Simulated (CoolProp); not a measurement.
Vapour pressure (MPa) of ethylene: the reference equation beside estimates from Tc = 9.2 °C, pc = 5.042 MPa, ω = 0.087. Clausius-Clapeyron is anchored at -115.05 °C with a constant enthalpy of vaporisation of 13.98 kJ/mol.

Values from CoolProp's reference Helmholtz-energy equation of state, Smukala 2000.

```
T (°C)   reference  Lee-Kesler  Clausius-Clapeyron  van der Waals
-------  ---------  ----------  ------------------  -------------
-115.05    0.04944     0.04890             0.04944         0.2904
-111.15    0.06417     0.06353             0.06386         0.3367
-107.35    0.08165         ___             0.08100         0.3863
-103.55     0.1027      0.1019              0.1017         0.4408
-99.75      0.1276      0.1268                 ___         0.5003
-95.95      0.1570         ___                 ___            ___
-92.15      0.1914      0.1906                 ___         0.6351
-88.25      0.2323      0.2316              0.2309         0.7129
-84.45      0.2782      0.2777              0.2773         0.7946
-80.65      0.3307      0.3303              0.3306         0.8822
-76.85      0.3902      0.3901              0.3915         0.9760
-73.05      0.4574      0.4575                 ___          1.076
-69.25      0.5327      0.5331              0.5387          1.183
-65.35      0.6192      0.6199              0.6289          1.299
-61.55      0.7130      0.7139              0.7272          1.419
```

What belongs in the gaps?


- -107.35, Lee-Kesler: 0.08092
- -99.75, Clausius-Clapeyron: 0.1263
- -95.95, Lee-Kesler: 0.1562
- -95.95, Clausius-Clapeyron: 0.1555
- -95.95, van der Waals: 0.5650
- -92.15, Clausius-Clapeyron: 0.1898
- -73.05, Clausius-Clapeyron: 0.4606

Absolute difference from the reference over all 15 rows, mean and median: Lee-Kesler 0.4 and 0.3 %, Clausius-Clapeyron 0.8 and 0.8 %, van der Waals 238.2 and 206.9 %.
